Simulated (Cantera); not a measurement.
Feed: 1 mol H2S, 0.13 mol O2, 5.5 mol N2, held at 0.0100 bar.

Equilibrium computed with Cantera from the NASA thermochemical tables; the gas is ideal and each condensed phase is pure. Candidate condensed phases: H2O, H2SO4, S; 35 gas species. The numbers say what is thermodynamically allowed, not how fast it happens. All values below are at 3298 K.

Base state: N2 0.632, H 0.222, S 0.111, O 0.0252, H2 0.00372, SO 0.00272, NO 0.00114, OH 0.000711 (mole fractions); condensed: gas only.

**Question.** What changes in the equilibrium state with this change: H2S replaced by HI?

**Answer.** 
```json
[
 {"species": "N2", "before": "0.632", "after": "0.709"},
 {"species": "I", "before": "0", "after": "0.129"},
 {"species": "H", "before": "0.222", "after": "0.126"},
 {"species": "S", "before": "0.111", "after": "0"},
 {"species": "O", "before": "0.0252", "after": "0.0313"},
 {"species": "SO", "before": "0.00272", "after": "0"},
 {"species": "SH", "before": "0.000489", "after": "0"},
 {"species": "S2", "before": "0.000394", "after": "0"}
]
```
Further candidate phases: I2.
